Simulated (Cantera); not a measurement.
A closed system holds: 1 mol Si, 4.2 mol NF3, 0.11 mol H2, held at 1098.15 K and 0.0360 bar.

Method: chemical equilibrium by Gibbs-energy minimisation in Cantera with the NASA 1993 tables (ideal gas, pure condensed phases). Candidate condensed phases: Si, Si3N4; 37 gas species. The numbers say what is thermodynamically allowed, not how fast it happens.

Base state: F 0.507, N2 0.209, F2 0.163, SiF4 0.0994, HF 0.0219, NF3 0.000111 (mole fractions); condensed: gas only.

What changes in the equilibrium state with this change: temperature from 1098.15 K to 948 K?


| species | before | after |
|---|---|---|
| F2 | 0.163 | 0.405 |
| N2 | 0.209 | 0.252 |
| F | 0.507 | 0.191 |
| SiF4 | 0.0994 | 0.121 |
| HF | 0.0219 | 0.0266 |
| NF3 | 0.000111 | 0.00445 |

What changes in the equilibrium state with this change: pressure from 0.0360 bar to 0.100 bar?


```csv
species,before,after
F,0.507,0.383
F2,0.163,0.259
N2,0.209,0.226
SiF4,0.0994,0.108
HF,0.0219,0.0237
NF3,0.000111,0.000640
```
